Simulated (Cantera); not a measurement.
Cantera run, input and output.

```python
import numpy as np
import cantera as ct

gas = ct.Solution("gri30.yaml")
gas.TPX = 1323, 2666, {'C3H8': 1, 'H2': 1.4}
reactor = ct.IdealGasConstPressureReactor(gas, energy="off", clone=False)
net = ct.ReactorNet([reactor])
net.rtol, net.atol = 1e-08, 1e-18
show = ['C3H8', 'H2', 'C2H6', 'CH2', 'CH4', 'C2H']
times = np.geomspace(1e-05, 80, 14)

steps = ct.SolutionArray(gas, extra=["t"])
rows = []
print(f"{'t/s':>10s}{'T/K':>9s}{'P/Pa':>11s}" + "".join(f"{s:>11s}" for s in show))
for t in times:
    while net.time < t:
        t_next = net.step()
        steps.append(gas.state, t=t_next)
    rows.append([np.interp(t, steps.t, y) for y in (steps.T, steps.P, *steps(*show).X.T)])
    print(f"{t:10.3e}{rows[-1][0]:9.1f}{rows[-1][1]:11.4g}" + "".join(f"{x:11.3e}" for x in rows[-1][2:]))
rate = np.gradient(steps.T, steps.t)
print("integrator steps:", len(steps.t))
if steps.T.max() > steps.T[0] + 200:
    print(f"time of steepest temperature rise: {steps.t[rate.argmax()]:.4e} s")
gas.TPX = 1323, 2666, {'C3H8': 1, 'H2': 1.4}
gas.equilibrate("TP")
print(f"equilibrium (TP): T = {gas.T:.1f} K  " + "  ".join(f"{s} {gas[s].X[0]:.3e}" for s in show))
```

It prints:

```
       t/s      T/K       P/Pa       C3H8         H2       C2H6        CH2        CH4        C2H
 1.000e-05   1323.0       2666  4.165e-01  5.833e-01  1.433e-06  5.916e-11  5.325e-06  7.115e-21
 3.396e-05   1323.0       2666  4.159e-01  5.831e-01  1.470e-05  2.672e-09  6.733e-05  4.424e-18
 1.153e-04   1323.0       2666  4.126e-01  5.820e-01  1.294e-04  1.035e-07  9.498e-04  3.026e-15
 3.918e-04   1323.0       2666  3.904e-01  5.742e-01  1.278e-03  7.072e-07  1.137e-02  9.395e-13
 1.331e-03   1323.0       2666  2.950e-01  5.418e-01  8.129e-03  8.468e-07  6.471e-02  4.925e-11
 4.519e-03   1323.0       2666  1.128e-01  4.819e-01  1.581e-02  4.733e-07  1.719e-01  7.454e-10
 1.535e-02   1323.0       2666  6.993e-03  4.591e-01  6.794e-03  7.362e-08  2.374e-01  2.889e-09
 5.213e-02   1323.0       2666  1.316e-04  4.745e-01  1.477e-03  5.205e-09  2.353e-01  1.448e-09
 1.770e-01   1323.0       2666  5.990e-07  4.892e-01  2.937e-04  7.502e-10  2.290e-01  7.601e-10
 6.013e-01   1323.0       2666  9.958e-08  5.081e-01  8.349e-05  2.415e-10  2.206e-01  6.024e-10
 2.042e+00   1323.0       2666  4.381e-08  5.389e-01  4.832e-05  1.775e-10  2.068e-01  7.805e-10
 6.935e+00   1323.0       2666  8.463e-09  5.665e-01  2.117e-05  1.215e-10  1.939e-01  8.541e-10
 2.355e+01   1323.0       2666  3.953e-09  5.733e-01  1.632e-05  1.098e-10  1.887e-01  8.546e-10
 8.000e+01   1323.0       2666  3.867e-09  5.817e-01  1.531e-05  1.092e-10  1.778e-01  8.865e-10
integrator steps: 1313
equilibrium (TP): T = 1323.0 K  C3H8 2.556e-09  H2 6.762e-01  C2H6 7.044e-06  CH2 9.899e-11  CH4 5.570e-02  C2H 1.661e-09
```

Cantera simulation using GRI-Mech 3.0 (53 species, 325 reactions); the numbers are that mechanism's predictions, not measurements. GRI-Mech 3.0 was tuned for natural gas; its chemistry of propane as a main component is partial and can be far from experiment. GRI-Mech 3.0 stops at C3 and has no aromatics, soot or wall deposition, so with more carbon than oxygen in the feed, carbon stays in small species such as C2H2 where larger ones or solid carbon would form. Radical loss at walls, strong at low pressure, is not modelled.
